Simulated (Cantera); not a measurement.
## Diamond growth

A diamond (100) surface in a fixed gas of H2 with x(CH4) = 0.006, x(H) = 0.029, x(CH3) = 0.0018, at 1025 K; coverages are run to steady state.

Computed with Cantera and the Harris–Goodwin 1993 mechanism for the reconstructed diamond (100) surface.

```csv
P (Pa),growth (µm/h),θ c6HH,θ c6H*,θ c6*H,θ c6**,θ c6HM
440,3.98,0.554,0.0198,0.379,0.0111,0.0259
820,7.83,0.553,0.0198,0.378,0.0110,0.0273
1500,14.8,0.552,0.0198,0.378,0.0110,0.0282
2800,28.0,0.552,0.0199,0.377,0.0110,0.0287
5300,53.6,0.551,0.0200,0.377,0.0111,0.0290
9800,99.7,0.551,0.0203,0.376,0.0111,0.0292
18000,184,0.551,0.0208,0.376,0.0112,0.0293
34000,351,0.551,0.0217,0.375,0.0113,0.0295
```
θ: site fractions in the mechanism's names (c6HH fully hydrogenated, c6H* and c6*H radical sites, c6** diradical, c6HM methylated).
